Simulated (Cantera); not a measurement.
# Equilibrium for chemical vapour transport: Fe + H2O + H2

Input: 1 mol Fe, 0.067 mol H2O, 0.74 mol H2, equilibrated at 1300 °C and 5.70 bar.

Cantera equilibrium calculation (NASA polynomials, part measured and part estimated; ideal gas, pure solids and liquids). Candidate condensed phases: Fe, FeO, Fe(OH)2, Fe(OH)3, Fe2O3, Fe3O4, H2O; 12 gas species. Rates play no part.

```
Quantity         Value
----------  ----------
x(H2)            0.917
x(H2O)          0.0830
x(H)           1.63e-5
n(Fe(γ))     1.000 mol
gas amount  0.8070 mol
```
